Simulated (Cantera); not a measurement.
Stirred combustor or abatement burner

A perfectly stirred reactor is fed with CH3OH : O2 : N2 = 1.6 : 1.92 : 18.1 (molar parts), equivalence ratio 1.3, at 10.0 bar; it is adiabatic with a 700 K inlet, and is followed from long to short residence time, starting on the burning branch (τ in s: 0.046, 0.021, 0.0096, 0.0044, 0.002, 0.00092, 0.00042, 0.00019, 8.8e-05, 4e-05).

Computed with Cantera and GRI-Mech 3.0 (53 species, 325 reactions). GRI-Mech 3.0 was tuned for natural gas; its chemistry of methanol as a main component is partial and can be far from experiment.

| τ (s) | T (K) | x CH3OH | x O2 | x OH | x HCO | x CH2 | x C2H6 |
|---|---|---|---|---|---|---|---|
| 0.046 | 1699 | 2.96e-6 | 8.75e-5 | 7.06e-5 | 5.35e-8 | 4.85e-9 | 1.85e-10 |
| 0.021 | 1698 | 4.65e-6 | 0.000138 | 9.89e-5 | 8.70e-8 | 1.13e-8 | 4.11e-10 |
| 0.0096 | 1696 | 7.41e-6 | 0.000221 | 0.000136 | 1.47e-7 | 2.67e-8 | 1.01e-9 |
| 0.0044 | 1692 | 1.20e-5 | 0.000359 | 0.000184 | 2.59e-7 | 6.23e-8 | 2.57e-9 |
| 0.0020 | 1687 | 2.02e-5 | 0.000603 | 0.000243 | 4.79e-7 | 1.41e-7 | 6.77e-9 |
| 0.00092 | 1679 | 3.50e-5 | 0.00104 | 0.000309 | 9.19e-7 | 2.99e-7 | 1.78e-8 |
| 0.00042 | 1666 | 6.50e-5 | 0.00188 | 0.000374 | 1.85e-6 | 5.94e-7 | 4.76e-8 |
| 0.00019 | 1637 | 0.000140 | 0.00381 | 0.000404 | 3.93e-6 | 1.04e-6 | 1.35e-7 |
| 8.8e-5 | 700 | 0.0740 | 0.0888 | <1e-12 | <1e-12 | <1e-12 | <1e-12 |
| 4.0e-5 | 700 | 0.0740 | 0.0888 | <1e-12 | <1e-12 | <1e-12 | <1e-12 |
x: mole fraction; the columns are a selection and need not sum to one.
